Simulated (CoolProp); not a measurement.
A Linde-Hampson liquefier for oxygen: isothermal reversible compression at 280 K from 1 atm to 20 MPa, throttling to 1 atm, return gas leaving the recuperator 0 K below the feed. Each further row changes one setting.

Values from CoolProp's reference Helmholtz-energy equation of state, Schmidt 1985.

| case | liquid yield per pass | compression work (kJ/kg of gas) |
|---|---|---|
| as stated | ? | 375 |
| high pressure 40 MPa | ? | ? |
| warm-end temperature 310 K | ? | ? |
| warm-end gap 5 K | ? | 375 |

Problem. Fill in the missing entries.

Solution. 
- as stated, liquid yield per pass: 0.128
- high pressure 40 MPa, liquid yield per pass: 0.185
- high pressure 40 MPa, compression work (kJ/kg of gas): 423
- warm-end temperature 310 K, liquid yield per pass: 0.096
- warm-end temperature 310 K, compression work (kJ/kg of gas): 420
- warm-end gap 5 K, liquid yield per pass: 0.118

Above 300 K oxygen's equation is extrapolated.
